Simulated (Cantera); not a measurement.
# Counterflow diffusion flame

A counterflow diffusion flame at 1.00 bar, nozzles 20 mm apart: fuel side 82.0 % C3H8, 18.0 % N2 at 550 K, oxidiser side 26.0 % O2, 74.0 % N2 at 500 K, fuel mass flux 0.93 times the oxidiser's; mixture-averaged transport, no radiation.

Model: GRI-Mech 3.0 (53 species, 325 reactions), integrated in Cantera. GRI-Mech 3.0 was tuned for natural gas; its chemistry of propane as a main component is partial and can be far from experiment. GRI-Mech 3.0 has no aromatics or soot, which form on the fuel side of real flames. The maximum strain rate includes the flame's own expansion and is several times the mean.

| oxidiser flux (kg/m²/s) | max strain (1/s) | mean strain (1/s) | T max (K) | peak x OH | peak x H | peak x NO | peak x CO | peak x C2H2 |
|---|---|---|---|---|---|---|---|---|
| 0.25 | 199 | 30.8 | 2300 | 0.0122 | 0.00562 | 0.000536 | 0.0994 | 0.0540 |
| 0.35 | 270 | 43.1 | 2278 | 0.0122 | 0.00597 | 0.000490 | 0.0980 | 0.0527 |
| 0.49 | 367 | 60.4 | 2257 | 0.0122 | 0.00632 | 0.000449 | 0.0966 | 0.0510 |
| 0.68 | 496 | 83.8 | 2237 | 0.0122 | 0.00668 | 0.000413 | 0.0953 | 0.0494 |
| 0.96 | 680 | 118 | 2216 | 0.0121 | 0.00706 | 0.000376 | 0.0942 | 0.0477 |
| 1.3 | 899 | 160 | 2198 | 0.0120 | 0.00739 | 0.000343 | 0.0933 | 0.0460 |
| 1.9 | 1270 | 234 | 2173 | 0.0117 | 0.00777 | 0.000298 | 0.0923 | 0.0437 |
x: mole fraction; the columns are a selection and need not sum to one.
